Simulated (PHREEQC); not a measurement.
Solution (65 °C): 0.23 mol RbCl, 0.00024 mol KHF2 and 0.14 mol KH2PO4 per kg of water. Closed to the air; pH follows from the charge balance.

All values are PHREEQC results (ion-association model, wateq4f.dat), not measurements.

Each row changes one thing in this solution. No solid was allowed to form.

```csv
case,pH,ionic strength (mol/kgw),F- (mol/kgw),HF (mol/kgw),HF2- (mol/kgw)
as made,4.34,0.371,0.000441,3.86e-5,8.15e-8
diluted 5-fold with water,(withheld),0.0742,8.93e-5,6.70e-6,(withheld)
0.059 mol/kgw NH4HS added,6.11,(withheld),0.000479,6.67e-7,(withheld)
RbCl left out,4.42,0.141,0.000441,3.83e-5,7.68e-8
KH2PO4 left out,(withheld),0.230,0.000387,9.26e-5,1.66e-7
```

Q: Complete the blanks.

A: 
- diluted 5-fold with water, pH: 4.51
- diluted 5-fold with water, HF2- (mol/kgw): 2.67e-9
- 0.059 mol/kgw NH4HS added, ionic strength (mol/kgw): 0.462
- 0.059 mol/kgw NH4HS added, HF2- (mol/kgw): 1.56e-9
- KH2PO4 left out, pH: 3.94

H3PO4, which wateq4f.dat lacks, is added to it with the constant of phreeqc.dat. At this temperature some constants are extrapolated from 25 °C, and those without enthalpy data are left unchanged. The polysulfide entries of wateq4f.dat were taken out for this run.
